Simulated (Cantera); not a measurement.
Mixture: 5.39 % CH₄, 1.24 % CO, 10.4 % O₂, 72.8 % N₂, 10.2 % CO₂, equivalence ratio 1.1, at 825 Torr, adiabatic and at constant volume. Ignition delay is the time to a rise of 400 K.

Cantera simulation using GRI-Mech 3.0 (53 species, 325 reactions); the numbers are that mechanism's predictions, not measurements.

### Question
Predict: delay at 1100 K; delay at 1200 K; delay at 1300 K; delay at 1400 K; delay at 1500 K; apparent activation energy between 1400 and 1500 K.

### Answer
```
Quantity                                                 Value
--------------------------------------------------  ----------
delay at 1100 K                                        0.511 s
delay at 1200 K                                        0.108 s
delay at 1300 K                                        26.1 ms
delay at 1400 K                                        7.14 ms
delay at 1500 K                                        2.22 ms
apparent activation energy between 1400 and 1500 K  200 kJ/mol
```
